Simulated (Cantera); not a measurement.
A perfectly stirred reactor is fed with CO : H2 : CH4 : O2 : N2 = 1 : 0.093 : 0.33 : 1.44 : 5.4 (molar parts), equivalence ratio 0.84, at 0.820 bar; it is adiabatic with a 375 K inlet, and is followed from long to short residence time, starting on the burning branch (τ in s: 0.45, 0.14, 0.046, 0.015, 0.0048, 0.0015, 0.00049, 0.00016, 5.1e-05).

Model: GRI-Mech 3.0 (53 species, 325 reactions), integrated in Cantera.

Q: What does this change do: pressure from 0.820 bar to 5.00 bar?

A: 
| quantity | before | after |
|---|---|---|
| blow-out, bracketed by the residence times tried | burning at 0.160 ms, out at 51.0 µs | burning at 51.0 µs, the shortest tried |
| x(CO) at τ = 0.450 s | 0.00760 | 0.00370 |
| x(H2) at τ = 0.450 s | 0.000819 | 0.000387 |
| x(CH4) at τ = 0.450 s | 4.36e-7 | 1.19e-7 |
| x(C2H) at τ = 0.450 s | <1e-12 | <1e-12 |
| x(NO2) at τ = 0.450 s | 1.34e-6 | 4.24e-6 |
| x(CO) at τ = 4.80 ms | 0.0257 | 0.00722 |
| x(H2) at τ = 4.80 ms | 0.00315 | 0.000712 |
| x(CH4) at τ = 4.80 ms | 1.55e-5 | 7.58e-6 |
| x(C2H) at τ = 4.80 ms | 2.97e-12 | 5.14e-12 |
| x(NO2) at τ = 4.80 ms | 4.23e-8 | 6.53e-7 |

Q: What does this change do: inlet temperature 375 to 475 K?

A: 
```
quantity                                                                       before                                after
------------------------------------------------  -----------------------------------  -----------------------------------
blow-out, bracketed by the residence times tried  burning at 0.160 ms, out at 51.0 µs  burning at 0.160 ms, out at 51.0 µs
x(CO) at τ = 0.450 s                                                          0.00760                               0.0100
x(H2) at τ = 0.450 s                                                         0.000819                              0.00106
x(CH4) at τ = 0.450 s                                                         4.36e-7                              3.35e-7
x(C2H) at τ = 0.450 s                                                          <1e-12                               <1e-12
x(NO2) at τ = 0.450 s                                                         1.34e-6                              1.68e-6
x(CO) at τ = 4.80 ms                                                           0.0257                               0.0274
x(H2) at τ = 4.80 ms                                                          0.00315                              0.00327
x(CH4) at τ = 4.80 ms                                                         1.55e-5                              1.36e-5
x(C2H) at τ = 4.80 ms                                                        2.97e-12                             3.04e-12
x(NO2) at τ = 4.80 ms                                                         4.23e-8                              6.31e-8
```
